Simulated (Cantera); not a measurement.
A Cantera script and its output.

```python
import numpy as np
import cantera as ct

gas = ct.Solution("h2o2.yaml")
gas.TPX = 1400, 1333, {'H2': 0.0096, 'O2': 7.6}
reactor = ct.IdealGasConstPressureReactor(gas, energy="off", clone=False)
net = ct.ReactorNet([reactor])
net.rtol, net.atol = 1e-08, 1e-18
show = ['H2', 'O2', 'H2O2', 'OH', 'H2O']
times = np.geomspace(2e-05, 300, 12)

steps = ct.SolutionArray(gas, extra=["t"])
rows = []
print(f"{'t/s':>10s}{'T/K':>9s}{'P/Pa':>11s}" + "".join(f"{s:>11s}" for s in show))
for t in times:
    while net.time < t:
        t_next = net.step()
        steps.append(gas.state, t=t_next)
    rows.append([np.interp(t, steps.t, y) for y in (steps.T, steps.P, *steps(*show).X.T)])
    print(f"{t:10.3e}{rows[-1][0]:9.1f}{rows[-1][1]:11.4g}" + "".join(f"{x:11.3e}" for x in rows[-1][2:]))
rate = np.gradient(steps.T, steps.t)
print("integrator steps:", len(steps.t))
if steps.T.max() > steps.T[0] + 200:
    print(f"time of steepest temperature rise: {steps.t[rate.argmax()]:.4e} s")
gas.TPX = 1400, 1333, {'H2': 0.0096, 'O2': 7.6}
gas.equilibrate("TP")
print(f"equilibrium (TP): T = {gas.T:.1f} K  " + "  ".join(f"{s} {gas[s].X[0]:.3e}" for s in show))
```

It prints:

```
       t/s      T/K       P/Pa         H2         O2       H2O2         OH        H2O
 2.000e-05   1400.0       1333  1.262e-03  9.987e-01  2.730e-15  2.209e-10  8.153e-13
 8.983e-05   1400.0       1333  1.262e-03  9.987e-01  5.397e-14  2.087e-09  4.022e-11
 4.034e-04   1400.0       1333  1.262e-03  9.987e-01  9.976e-13  1.202e-08  1.157e-09
 1.812e-03   1400.0       1333  1.261e-03  9.987e-01  1.438e-11  7.572e-08  3.065e-08
 8.138e-03   1400.0       1333  1.258e-03  9.987e-01  1.260e-10  2.001e-06  2.139e-06
 3.655e-02   1400.0       1333  1.792e-05  9.975e-01  1.285e-09  2.220e-04  1.130e-03
 1.642e-01   1400.0       1333  6.315e-07  9.975e-01  8.135e-10  1.692e-04  1.174e-03
 7.373e-01   1400.0       1333  5.454e-07  9.977e-01  7.474e-10  1.573e-04  1.181e-03
 3.311e+00   1400.0       1333  3.146e-07  9.981e-01  5.274e-10  1.195e-04  1.201e-03
 1.487e+01   1400.0       1333  7.494e-08  9.986e-01  1.771e-10  5.838e-05  1.233e-03
 6.680e+01   1400.0       1333  9.551e-09  9.987e-01  2.885e-11  2.087e-05  1.252e-03
 3.000e+02   1400.0       1333  4.949e-09  9.987e-01  1.620e-11  1.504e-05  1.255e-03
integrator steps: 1329
equilibrium (TP): T = 1400.0 K  H2 4.946e-09  O2 9.987e-01  H2O2 1.619e-11  OH 1.503e-05  H2O 1.255e-03
```

Detailed kinetics in Cantera: the H2/O2 subset of GRI-Mech 3.0, which has no nitrogen chemistry. Radical loss at walls, strong at low pressure, is not modelled.
